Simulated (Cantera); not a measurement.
Cantera run:

```python
import numpy as np
import cantera as ct

gas_names = """
    Cu Cu2 H H2 N NH NH2 NH3 N2 N2H2 N2H4
""".split()
cond_names = """
    Cu(cr) Cu(L)
""".split()


# ... load() reads the species with a 1 bar reference pressure and builds the phases ...
atoms = {
    'Cu': {'Cu': 1},
    'NH3': {'N': 1, 'H': 3},
    'H2': {'H': 2},
}
top_T = {}  # K; cautious upper limits of use, not melting points


# ... equilibrate(T, P, feed) seeds the gas with the atoms and calls Mixture.equilibrate('TP', solver="vcs", rtol=1e-11, max_steps=5000) ...
results = []
feed = {'Cu': 1, 'NH3': 0.77, 'H2': 22}  # mol
T = 1825  # K
for P in [10, 61, 370, 2200, 13000, 82000, 500000, 3000000]:
    mix = equilibrate(T, P, feed)
    results.append((T, P, feed, dict(zip(mix.species_names, mix.species_moles))))

top = {s: max(r[3][s] / sum(r[3][g] for g in gas_names) for r in results) for s in gas_names}
cols = sorted((s for s in top if top[s] > 0.001), key=lambda s: -top[s])[:5]
seen = [c for c in cond_names if any(r[3].get(c, 0) > 1e-12 for r in results)]
print("log10 of partial pressures in bar; condensed amounts in mol")
print(f"{'P/Pa':>10s}" + "".join(f"{s[:9]:>10s}" for s in cols + seen))
for T, P, feed, n in results:
    ng = sum(n[g] for g in gas_names)
    print(f"{P:10.4g}" + "".join(f"{np.log10(max(n[s] / ng * P / 1e5, 1e-99)):10.3f}" for s in cols)
          + "".join(f"{n.get(c, 0):10.4g}" for c in seen))
```

Output:

```
log10 of partial pressures in bar; condensed amounts in mol
      P/Pa        H2         H        Cu        N2     Cu(L)
        10    -4.044    -5.378    -5.399    -5.814         0
        61    -3.248    -4.980    -4.608    -5.023         0
       370    -2.460    -4.586    -3.824    -4.238         0
      2200    -1.681    -4.196    -3.143    -3.459    0.1989
   1.3e+04    -0.896    -3.804    -3.143    -2.675    0.8683
   8.2e+04    -0.094    -3.403    -3.143    -1.873    0.9792
     5e+05     0.692    -3.010    -3.143    -1.088    0.9966
     3e+06     1.470    -2.621    -3.143    -0.311    0.9994
```

Method: chemical equilibrium by Gibbs-energy minimisation in Cantera with the NASA 1993 tables (ideal gas, pure condensed phases).
